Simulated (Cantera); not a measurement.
Input: 1 mol SiCl4, 24 mol N2O, held at 8.25 Torr.

Equilibrium computed with Cantera from the NASA thermochemical tables; the gas is ideal and each condensed phase is pure. Candidate condensed phases: Si, SiO2, Si2N2O, Si3N4; 23 gas species. Equilibrium is a limit: real reactors are often held back by kinetics, nucleation or transport.

At 1123 K, list the 6 most abundant gas species with their mole fractions, and the condensed phases.

N2 0.647, O2 0.297, Cl2 0.0518, Cl 0.00435, NO 0.000112, ClO 1.14e-5. Condensed: SiO2(β-quartz).
